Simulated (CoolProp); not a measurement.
A closed Brayton cycle with dry air: compressor inlet 323.15 K and 0.83 MPa, high pressure 2.83 MPa, turbine inlet 775 K, compressor efficiency 0.89, turbine efficiency 0.93, recuperator effectiveness 0 (on enthalpy, no pinch check). Each further row changes one setting.

Computed with CoolProp (reference Helmholtz-energy equation of state, Lemmon 2000). It is a pseudo-pure fit of the blend.

```tsv
case	thermal efficiency (%)	net work (kJ/kg)	compressor to turbine work	compressor exit (K)	turbine exit (K)
as stated	20.0	64.0	0.71	474.8	572.2
turbine inlet 725 K	18.7	49.7	?	474.8	?
compressor inlet 333.15 K	19.4	59.3	0.73	489.1	572.2
high pressure 2.41 MPa	?	62.8	0.67	452.0	595.6
recuperator effectiveness 0.5	23.8	64.0	0.71	474.8	572.2
```

What belongs in the gaps?


- turbine inlet 725 K, compressor to turbine work: 0.76
- turbine inlet 725 K, turbine exit (K): 533.7
- high pressure 2.41 MPa, thermal efficiency (%): 18.3
